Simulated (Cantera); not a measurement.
A perfectly stirred reactor is fed with CH₄ : H₂ : O₂ = 0.0074 : 0.25 : 0.0015 (molar parts), equivalence ratio 93, at 10.00 Torr; it is held at 2400 K, and followed from long to short residence time.

Cantera simulation using GRI-Mech 3.0 (53 species, 325 reactions); the numbers are that mechanism's predictions, not measurements. GRI-Mech 3.0 stops at C3 and has no aromatics, soot or wall deposition, so with more carbon than oxygen in the feed, carbon stays in small species such as C2H2 where larger ones or solid carbon would form. Radical loss at walls, strong at low pressure, is not modelled.

**Question.** Predict: x(CH₄) at τ = 5.80 s; x(H₂) at τ = 5.80 s; x(O₂) at τ = 5.80 s; x(C₂H) at τ = 5.80 s; x(CH₄) at τ = 86.0 ms; x(H₂) at τ = 86.0 ms; x(O₂) at τ = 86.0 ms; x(C₂H) at τ = 86.0 ms; x(HO₂) at τ = 86.0 ms.

**Answer.** 
```json
{
  "x(CH₄) at τ = 5.80 s": "1.28e-5",
  "x(H₂) at τ = 5.80 s": "0.865",
  "x(O₂) at τ = 5.80 s": "2.89e-8",
  "x(C₂H) at τ = 5.80 s": "5.92e-5",
  "x(CH₄) at τ = 86.0 ms": "0.000995",
  "x(H₂) at τ = 86.0 ms": "0.940",
  "x(O₂) at τ = 86.0 ms": "6.22e-6",
  "x(C₂H) at τ = 86.0 ms": "2.16e-5",
  "x(HO₂) at τ = 86.0 ms": "1.32e-9"
}
```
